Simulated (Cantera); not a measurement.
Mixture: CH4 : H2 : O2 : N2 = 1 : 0.03 : 1.44 : 5.41 (molar parts), equivalence ratio 1.4, at 100000 Pa, adiabatic and at constant pressure. Ignition delay is the time to a rise of 400 K.

Detailed kinetics in Cantera: GRI-Mech 3.0 (53 species, 325 reactions).

What does this change do: H2 0.03 to 0.02 parts?


```tsv
quantity	before	after
delay at 1300 K	10.9 ms	11.9 ms
delay at 1375 K	4.46 ms	4.77 ms
delay at 1450 K	1.94 ms	2.05 ms
delay at 1525 K	0.908 ms	0.950 ms
delay at 1600 K	0.462 ms	0.478 ms
delay at 1675 K	0.254 ms	0.261 ms
delay at 1750 K	0.150 ms	0.153 ms
apparent activation energy between 1600 and 1750 K	170 kJ/mol	180 kJ/mol
```
